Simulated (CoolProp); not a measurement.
Vapour-liquid equilibrium of p-xylene (1) + n-nonane (2) at 413 K; x and y are mole fractions of (1).

Computed with CoolProp (multi-fluid Helmholtz-energy mixture model, Zhou 2012 and Lemmon 2006; pair parameters Bell 2016).

| x | bubble pressure (kPa) | y at the bubble point | dew pressure at overall composition x (kPa) | liquid density (mol/L) |
|---|---|---|---|---|
| 0.05 | 77.04 | 0.071 | 76.48 | 4.906 |
| 0.15 | 80.50 | 0.201 | 79.11 | 5.076 |
| 0.25 | 83.74 | 0.319 | 81.83 | 5.256 |
| 0.35 | 86.82 | 0.427 | 84.61 | 5.449 |
| 0.45 | 89.79 | 0.528 | 87.48 | 5.654 |
| 0.55 | 92.68 | 0.624 | 90.43 | 5.874 |
| 0.65 | 95.54 | 0.715 | 93.49 | 6.109 |
| 0.75 | 98.38 | 0.801 | 96.68 | 6.361 |
| 0.85 | 101.2 | 0.884 | 100.0 | 6.633 |
| 0.95 | 104.1 | 0.962 | 103.6 | 6.924 |

No azeotrope shows between x = 0.05 and 0.95.

The pair parameters rest on a limited set of measurements; away from them the model extrapolates.
